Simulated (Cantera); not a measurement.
Input (Python, Cantera):

```python
import numpy as np
import cantera as ct

gas = ct.Solution("gri30.yaml")
gas.TPX = 850, 25000, {'H2': 1.6, 'O2': 1, 'N2': 7.3}
reactor = ct.IdealGasConstPressureReactor(gas, energy="off", clone=False)
net = ct.ReactorNet([reactor])
net.rtol, net.atol = 1e-08, 1e-18
show = ['H2', 'O2', 'H', 'HO2', 'OH', 'NO2', 'N2O']
times = np.geomspace(1e-06, 3, 9)

steps = ct.SolutionArray(gas, extra=["t"])
rows = []
print(f"{'t/s':>10s}{'T/K':>9s}{'P/Pa':>11s}" + "".join(f"{s:>11s}" for s in show))
for t in times:
    while net.time < t:
        t_next = net.step()
        steps.append(gas.state, t=t_next)
    rows.append([np.interp(t, steps.t, y) for y in (steps.T, steps.P, *steps(*show).X.T)])
    print(f"{t:10.3e}{rows[-1][0]:9.1f}{rows[-1][1]:11.4g}" + "".join(f"{x:11.3e}" for x in rows[-1][2:]))
rate = np.gradient(steps.T, steps.t)
print("integrator steps:", len(steps.t))
if steps.T.max() > steps.T[0] + 200:
    print(f"time of steepest temperature rise: {steps.t[rate.argmax()]:.4e} s")
gas.TPX = 850, 25000, {'H2': 1.6, 'O2': 1, 'N2': 7.3}
gas.equilibrate("TP")
print(f"equilibrium (TP): T = {gas.T:.1f} K  " + "  ".join(f"{s} {gas[s].X[0]:.3e}" for s in show))
```

Output:

```
       t/s      T/K       P/Pa         H2         O2          H        HO2         OH        NO2        N2O
 1.000e-06    850.0    2.5e+04  1.616e-01  1.010e-01  2.342e-14  2.367e-14  4.638e-17  5.819e-47  6.240e-25
 6.451e-06    850.0    2.5e+04  1.616e-01  1.010e-01  1.475e-13  1.559e-13  1.083e-15  1.638e-43  1.304e-23
 4.162e-05    850.0    2.5e+04  1.616e-01  1.010e-01  8.840e-13  1.132e-12  1.275e-14  1.977e-39  1.679e-21
 2.685e-04    850.0    2.5e+04  1.616e-01  1.010e-01  5.635e-12  1.232e-11  1.060e-13  3.778e-35  1.326e-19
 1.732e-03    850.0    2.5e+04  1.616e-01  1.010e-01  5.157e-11  3.507e-10  1.013e-12  2.932e-30  7.970e-18
 1.117e-02    850.0    2.5e+04  1.616e-01  1.010e-01  9.017e-09  1.409e-07  1.791e-10  2.020e-22  3.845e-15
 7.208e-02    850.0    2.5e+04  6.353e-02  5.303e-02  1.290e-08  5.454e-06  7.411e-10  2.738e-08  1.490e-09
 4.650e-01    850.0    2.5e+04  6.346e-02  5.299e-02  1.886e-08  4.976e-06  1.103e-09  2.620e-08  1.493e-09
 3.000e+00    850.0    2.5e+04  6.169e-02  5.206e-02  9.381e-08  1.013e-05  7.025e-09  2.214e-08  1.562e-09
integrator steps: 1267
equilibrium (TP): T = 850.0 K  H2 1.096e-12  O2 2.198e-02  H 4.318e-17  HO2 9.560e-12  OH 3.919e-09  NO2 4.388e-08  N2O 7.374e-11
```

Model: GRI-Mech 3.0 (53 species, 325 reactions), integrated in Cantera. Below about 950 K walls govern HO2 and H2O2 in real vessels. The temperature is held fixed by assumption; the heat of reaction is taken as removed at once.
